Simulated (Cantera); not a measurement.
An isothermal, constant-pressure homogeneous reactor starts with 5.21 % H2, 77.7 % O2, 17.1 % N2, at 1175 K and 430 Pa.

Cantera simulation using the H2/O2 subset of GRI-Mech 3.0, which has no nitrogen chemistry; the numbers are that mechanism's predictions, not measurements. Radical loss at walls, strong at low pressure, is not modelled. The temperature is held fixed by assumption; the heat of reaction is taken as removed at once.

x: mole fraction; the columns are a selection and need not sum to one.

```json
[
 {"t (s)": "0.000200", "x H2": "0.0521", "x O2": "0.777", "x OH": "4.92e-10", "x O": "5.75e-10", "x H": "1.08e-9", "x H2O": "1.79e-10"},
 {"t (s)": "0.000763", "x H2": "0.0521", "x O2": "0.777", "x OH": "___", "x O": "6.91e-9", "x H": "5.12e-9", "x H2O": "6.40e-9"},
 {"t (s)": "0.00291", "x H2": "0.0521", "x O2": "0.777", "x OH": "___", "x O": "6.54e-7", "x H": "3.83e-7", "x H2O": "1.02e-6"},
 {"t (s)": "0.0111", "x H2": "0.00390", "x O2": "0.742", "x OH": "___", "x O": "0.0261", "x H": "0.0128", "x H2O": "0.0394"},
 {"t (s)": "0.0424", "x H2": "0.000968", "x O2": "0.740", "x OH": "___", "x O": "0.0303", "x H": "0.00912", "x H2O": "0.0452"},
 {"t (s)": "0.162", "x H2": "0.000722", "x O2": "0.749", "x OH": "___", "x O": "0.0216", "x H": "0.00559", "x H2O": "0.0478"},
 {"t (s)": "0.618", "x H2": "0.000268", "x O2": "0.763", "x OH": "___", "x O": "0.00761", "x H": "0.00119", "x H2O": "0.0515"},
 {"t (s)": "2.36", "x H2": "3.40e-5", "x O2": "0.770", "x OH": "___", "x O": "0.000950", "x H": "5.25e-5", "x H2O": "0.0531"},
 {"t (s)": "9.00", "x H2": "3.03e-6", "x O2": "0.771", "x OH": "___", "x O": "8.45e-5", "x H": "1.40e-6", "x H2O": "0.0534"}
]
```

**Question.** Some entries are withheld; supply them.

**Answer.** 
- 0.000763, x OH: 4.74e-9
- 0.00291, x OH: 4.11e-7
- 0.0111, x OH: 0.00474
- 0.0424, x OH: 0.00304
- 0.162, x OH: 0.00264
- 0.618, x OH: 0.00162
- 2.36, x OH: 0.000580
- 9.00, x OH: 0.000174
